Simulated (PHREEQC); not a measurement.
Solution (25 °C): 0.0034 mol/kgw CdCl2, 0.002 mol/kgw NaCl and 0.064 mol/kgw FeSO4. Closed to the air; pH follows from the charge balance.

Model: ion-association model, wateq4f.dat, run in PHREEQC.

Precipitation was switched off in this run.

Q: Order these S species by the share of S that they hold, largest first: NaSO4-, FeSO4, CdSO4, Cd(SO4)2-2, SO4-2.

A: SO4-2 (56 %), FeSO4 (41 %), CdSO4 (2.0 %), Cd(SO4)2-2 (1.6 %), NaSO4- (0.17 %)

The pH is 5.86 and the ionic strength 0.156 mol/kgw.
